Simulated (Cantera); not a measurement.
An isothermal, constant-pressure homogeneous reactor starts with NO : N₂ = 1 : 0.17 (molar parts), at 1950 K and 0.0133 bar.

Computed with Cantera and GRI-Mech 3.0 (53 species, 325 reactions). Radical loss at walls, strong at low pressure, is not modelled.

x: mole fraction; the columns are a selection and need not sum to one.

```tsv
t (s)	x NO	x O	x N₂	x NO₂	x N₂O	x O₂
2.00e-6	0.855	1.56e-8	0.145	<1e-12	1.56e-8	<1e-12
8.60e-6	0.855	6.70e-8	0.145	4.06e-12	6.70e-8	3.88e-12
3.70e-5	0.855	2.88e-7	0.145	7.49e-11	2.88e-7	7.18e-11
0.000159	0.855	1.24e-6	0.145	1.39e-9	1.24e-6	1.34e-9
0.000684	0.855	5.35e-6	0.145	2.51e-8	5.29e-6	2.48e-8
0.00294	0.855	(withheld)	0.145	(withheld)	(withheld)	(withheld)
0.0126	0.854	0.000105	0.145	5.13e-6	8.48e-5	9.66e-6
0.0544	0.853	0.000426	0.146	2.10e-5	0.000219	0.000242
0.234	0.848	0.000683	0.148	2.98e-5	0.000238	0.00282
1.01	0.823	0.000824	0.161	4.58e-5	0.000211	0.0154
4.33	0.705	0.00126	0.220	8.42e-5	0.000133	0.0740
18.6	(withheld)	(withheld)	(withheld)	(withheld)	(withheld)	(withheld)
80.0	0.0228	0.00253	0.561	6.93e-6	1.29e-7	0.414
```

Task: What belongs in the gaps?

Result: 
- 0.00294, x O: 2.33e-5
- 0.00294, x NO₂: 4.19e-7
- 0.00294, x N₂O: 2.21e-5
- 0.00294, x O₂: 4.65e-7
- 18.6, x NO: 0.297
- 18.6, x O: 0.00212
- 18.6, x N₂: 0.424
- 18.6, x NO₂: 7.27e-5
- 18.6, x N₂O: 1.84e-5
- 18.6, x O₂: 0.277
